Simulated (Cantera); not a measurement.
An adiabatic, constant-pressure homogeneous reactor starts with C2H4 : O2 : N2 : H2O = 1 : 1.88 : 7.05 : 1.1 (molar parts), equivalence ratio 1.6, at 1098 K and 2.70 bar. Integrator tolerance rtol = 1e-08.

Model: GRI-Mech 3.0 (53 species, 325 reactions), integrated in Cantera. GRI-Mech 3.0 was tuned for natural gas; its chemistry of ethylene as a main component is partial and can be far from experiment.

**Question.** What does this change do: constant volume in place of constant pressure?

**Answer.** 
```tsv
quantity	before	after
time of steepest temperature rise	8.54 ms	8.51 ms
temperature at 0.400 s	2550 K	2850 K
equilibrium temperature	2550 K	2850 K
x(C2H4) at 0.400 s	<1e-12 (gas-phase equilibrium <1e-12)	<1e-12 (gas-phase equilibrium <1e-12)
x(O2) at 0.400 s	0.000152 (gas-phase equilibrium 0.000152)	0.000638 (gas-phase equilibrium 0.000638)
x(H2O) at 0.400 s	0.182 (gas-phase equilibrium 0.182)	0.178 (gas-phase equilibrium 0.178)
x(CO) at 0.400 s	0.115 (gas-phase equilibrium 0.115)	0.118 (gas-phase equilibrium 0.118)
x(HCN) at 0.400 s	4.82e-8 (gas-phase equilibrium 4.82e-8)	1.40e-7 (gas-phase equilibrium 1.40e-7)
```

**Question.** What does this change do: initial temperature 1098 to 1575 K?

**Answer.** 
| quantity | before | after |
|---|---|---|
| time of steepest temperature rise | 8.54 ms | 9.39 µs |
| temperature at 0.400 s | 2550 K | 2830 K |
| equilibrium temperature | 2550 K | 2830 K |
| x(C2H4) at 0.400 s | <1e-12 (gas-phase equilibrium <1e-12) | <1e-12 (gas-phase equilibrium <1e-12) |
| x(O2) at 0.400 s | 0.000152 (gas-phase equilibrium 0.000152) | 0.00144 (gas-phase equilibrium 0.00144) |
| x(H2O) at 0.400 s | 0.182 (gas-phase equilibrium 0.182) | 0.171 (gas-phase equilibrium 0.171) |
| x(CO) at 0.400 s | 0.115 (gas-phase equilibrium 0.115) | 0.119 (gas-phase equilibrium 0.119) |
| x(HCN) at 0.400 s | 4.82e-8 (gas-phase equilibrium 4.82e-8) | 5.11e-8 (gas-phase equilibrium 5.11e-8) |
